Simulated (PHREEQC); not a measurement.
Consider water at 25 °C with 0.13 mol/kgw NaH2PO4 and 1.8 mol/kgw NaOH. Closed to the air; pH follows from the charge balance.

The numbers come from PHREEQC with the ion-association model, wateq4f.dat.

| quantity | before | after |
|---|---|---|
| pH | 13.93 | 13.56 |
| ionic strength (mol/kgw) | 2.32 | 1.42 |
| HPO4-2 (mol/kgw) | 0.000261 | 0.000734 |
| NaHPO4- (mol/kgw) | 0.000170 | 0.000258 |

Problem. Name the change that produced these shifts.
(A) 0.24 mol/kgw KOH added
(B) NaOH from 1.8 to 0.9 mol/kgw
(C) NaH2PO4 from 0.13 to 0.143 mol/kgw

Solution. B, NaOH from 1.8 to 0.9 mol/kgw

Precipitation was switched off in this run. The ionic strength passes 0.7 mol/kgw, the rough limit of the ion-association models, in every such run. H3PO4, which wateq4f.dat lacks, is added to it with the constant of phreeqc.dat.
